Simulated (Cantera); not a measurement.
Gas-phase reforming

A perfectly stirred reactor is fed with 71.6 % CH4, 27.2 % H2O, 1.15 % H2, at 460000 Pa; it is held at 1575 K, and followed from long to short residence time.

Model: GRI-Mech 3.0 (53 species, 325 reactions), integrated in Cantera. GRI-Mech 3.0 stops at C3 and has no aromatics, soot or wall deposition, so with more carbon than oxygen in the feed, carbon stays in small species such as C2H2 where larger ones or solid carbon would form.

```json
[
 {"τ (s)": "8.1", "x CH4": "0.187", "x H2O": "0.0570", "x H2": "0.564", "x CO2": "0.00377", "x CO": "0.109", "x H2O2": "<1e-12"},
 {"τ (s)": "3.8", "x CH4": "0.194", "x H2O": "0.0826", "x H2": "0.540", "x CO2": "0.00452", "x CO": "0.0870", "x H2O2": "<1e-12"},
 {"τ (s)": "1.8", "x CH4": "0.201", "x H2O": "0.111", "x H2": "0.513", "x CO2": "0.00461", "x CO": "0.0640", "x H2O2": "<1e-12"},
 {"τ (s)": "0.85", "x CH4": "0.210", "x H2O": "0.139", "x H2": "0.484", "x CO2": "0.00393", "x CO": "0.0425", "x H2O2": "<1e-12"},
 {"τ (s)": "0.40", "x CH4": "0.225", "x H2O": "0.164", "x H2": "0.453", "x CO2": "0.00273", "x CO": "0.0252", "x H2O2": "<1e-12"},
 {"τ (s)": "0.19", "x CH4": "0.254", "x H2O": "0.185", "x H2": "0.416", "x CO2": "0.00153", "x CO": "0.0134", "x H2O2": "<1e-12"},
 {"τ (s)": "0.089", "x CH4": "0.306", "x H2O": "0.202", "x H2": "0.364", "x CO2": "0.000663", "x CO": "0.00642", "x H2O2": "<1e-12"},
 {"τ (s)": "0.042", "x CH4": "0.383", "x H2O": "0.219", "x H2": "0.295", "x CO2": "0.000226", "x CO": "0.00290", "x H2O2": "<1e-12"},
 {"τ (s)": "0.020", "x CH4": "0.471", "x H2O": "0.234", "x H2": "0.219", "x CO2": "6.28e-5", "x CO": "0.00126", "x H2O2": "<1e-12"},
 {"τ (s)": "0.0093", "x CH4": "0.556", "x H2O": "0.249", "x H2": "0.145", "x CO2": "1.40e-5", "x CO": "0.000498", "x H2O2": "<1e-12"}
]
```
x: mole fraction; the columns are a selection and need not sum to one.
